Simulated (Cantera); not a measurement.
A perfectly stirred reactor is fed with CH4 : H2 : CO2 = 0.048 : 1 : 0.0053 (molar parts), at 20.0 Torr; it is held at 1525 K, and followed from long to short residence time.

Model: GRI-Mech 3.0 (53 species, 325 reactions), integrated in Cantera. GRI-Mech 3.0 stops at C3 and has no aromatics, soot or wall deposition, so with more carbon than oxygen in the feed, carbon stays in small species such as C2H2 where larger ones or solid carbon would form. Radical loss at walls, strong at low pressure, is not modelled.

Task: What does this change do: temperature 1525 to 2400 K?

Result: 
| quantity | before | after |
|---|---|---|
| x(CH4) at τ = 29.0 s | 0.0219 | 1.01e-5 |
| x(H2) at τ = 29.0 s | 0.957 | 0.881 |
| x(CO2) at τ = 29.0 s | 0.000204 | 1.90e-8 |
| x(O) at τ = 29.0 s | 1.84e-12 | 7.19e-10 |
| x(C2H6) at τ = 29.0 s | 7.54e-7 | 3.25e-12 |
| x(CH4) at τ = 77.0 ms | 0.0454 | 0.000826 |
| x(H2) at τ = 77.0 ms | 0.949 | 0.930 |
| x(CO2) at τ = 77.0 ms | 0.00487 | 1.70e-5 |
| x(O) at τ = 77.0 ms | <1e-12 | 1.64e-7 |
| x(C2H6) at τ = 77.0 ms | 1.22e-6 | 1.14e-8 |
